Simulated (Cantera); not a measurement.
Input (Python, Cantera):

```python
import numpy as np
import cantera as ct

gas = ct.Solution("gri30.yaml")
gas.TPX = 1750, 101325, {'CH4': 1, 'H2': 36}
reactor = ct.IdealGasConstPressureReactor(gas, energy="off", clone=False)
net = ct.ReactorNet([reactor])
net.rtol, net.atol = 1e-08, 1e-18
show = ['CH4', 'H2', 'C2H', 'H', 'C2H6', 'C2H2', 'CH2']
times = np.geomspace(0.0003, 200, 10)

steps = ct.SolutionArray(gas, extra=["t"])
rows = []
print(f"{'t/s':>10s}{'T/K':>9s}{'P/Pa':>11s}" + "".join(f"{s:>11s}" for s in show))
for t in times:
    while net.time < t:
        t_next = net.step()
        steps.append(gas.state, t=t_next)
    rows.append([np.interp(t, steps.t, y) for y in (steps.T, steps.P, *steps(*show).X.T)])
    print(f"{t:10.3e}{rows[-1][0]:9.1f}{rows[-1][1]:11.4g}" + "".join(f"{x:11.3e}" for x in rows[-1][2:]))
rate = np.gradient(steps.T, steps.t)
print("integrator steps:", len(steps.t))
if steps.T.max() > steps.T[0] + 200:
    print(f"time of steepest temperature rise: {steps.t[rate.argmax()]:.4e} s")
gas.TPX = 1750, 101325, {'CH4': 1, 'H2': 36}
gas.equilibrate("TP")
print(f"equilibrium (TP): T = {gas.T:.1f} K  " + "  ".join(f"{s} {gas[s].X[0]:.3e}" for s in show))
```

It prints:

```
       t/s      T/K       P/Pa        CH4         H2        C2H          H       C2H6       C2H2        CH2
 3.000e-04   1750.0  1.013e+05  2.687e-02  9.728e-01  4.151e-12  2.068e-04  2.798e-06  2.776e-06  2.573e-08
 1.331e-03   1750.0  1.013e+05  2.662e-02  9.729e-01  1.513e-10  2.223e-04  3.185e-06  9.414e-05  2.942e-08
 5.906e-03   1750.0  1.013e+05  2.560e-02  9.734e-01  9.380e-10  2.227e-04  2.961e-06  5.831e-04  2.838e-08
 2.621e-02   1750.0  1.013e+05  2.189e-02  9.753e-01  3.790e-09  2.240e-04  2.222e-06  2.346e-03  2.459e-08
 1.163e-01   1750.0  1.013e+05  1.385e-02  9.795e-01  1.008e-08  2.274e-04  1.023e-06  6.173e-03  1.607e-08
 5.160e-01   1750.0  1.013e+05  8.252e-03  9.824e-01  1.457e-08  2.304e-04  5.223e-07  8.831e-03  9.897e-09
 2.289e+00   1750.0  1.013e+05  7.912e-03  9.825e-01  1.485e-08  2.307e-04  5.009e-07  8.992e-03  9.515e-09
 1.016e+01   1750.0  1.013e+05  7.912e-03  9.825e-01  1.485e-08  2.307e-04  5.009e-07  8.992e-03  9.515e-09
 4.507e+01   1750.0  1.013e+05  7.912e-03  9.825e-01  1.485e-08  2.307e-04  5.009e-07  8.992e-03  9.515e-09
 2.000e+02   1750.0  1.013e+05  7.912e-03  9.825e-01  1.485e-08  2.307e-04  5.009e-07  8.992e-03  9.515e-09
integrator steps: 675
equilibrium (TP): T = 1750.0 K  CH4 7.912e-03  H2 9.825e-01  C2H 1.485e-08  H 2.307e-04  C2H6 5.009e-07  C2H2 8.992e-03  CH2 9.515e-09
```

Cantera simulation using GRI-Mech 3.0 (53 species, 325 reactions); the numbers are that mechanism's predictions, not measurements. GRI-Mech 3.0 stops at C3 and has no aromatics, soot or wall deposition, so with more carbon than oxygen in the feed, carbon stays in small species such as C2H2 where larger ones or solid carbon would form.
